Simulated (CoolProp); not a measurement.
CHF3 (R23) along the isotherm 333.5 K: Z from the reference equation and from simpler models built on Tc = 299.3 K, pc = 4.832 MPa, ω = 0.263; each cubic takes its own stable root.

Model: reference Helmholtz-energy equation of state, Penoncello 2003, in CoolProp.

| p (MPa) | phase | reference | van der Waals | Redlich-Kwong | Soave-Redlich-Kwong | Peng-Robinson |
|---|---|---|---|---|---|---|
| 0.0764 | gas | 0.9961 | 0.9964 | 0.9961 | 0.9963 | 0.9958 |
| 0.123 | gas | 0.9937 | 0.9942 | 0.9937 | 0.9940 | 0.9932 |
| 0.199 | gas | 0.9897 | 0.9906 | 0.9897 | 0.9903 | 0.9889 |
| 0.322 | gas | 0.9833 | 0.9847 | 0.9833 | 0.9843 | 0.9821 |
| 0.52 | gas | 0.9729 | 0.9750 | 0.9729 | 0.9746 | 0.9709 |
| 0.841 | gas | 0.9558 | 0.9591 | 0.9558 | 0.9586 | 0.9527 |
| 1.36 | gas | 0.9275 | 0.9325 | 0.9275 | 0.9322 | 0.9229 |
| 2.19 | gas | 0.8805 | 0.8872 | 0.8802 | 0.8885 | 0.8741 |
| 3.55 | gas | 0.7983 | 0.8036 | 0.7966 | 0.8126 | 0.7905 |
| 5.73 | supercritical | 0.6496 | 0.6264 | 0.6401 | 0.6780 | 0.6476 |
| 9.26 | supercritical | 0.4254 | 0.4613 | 0.4518 | 0.5066 | 0.4737 |
| 15 | supercritical | 0.4589 | 0.6074 | 0.5272 | 0.5555 | 0.5087 |
| 24.2 | supercritical | 0.6304 | 0.8694 | 0.7156 | 0.7367 | 0.6688 |
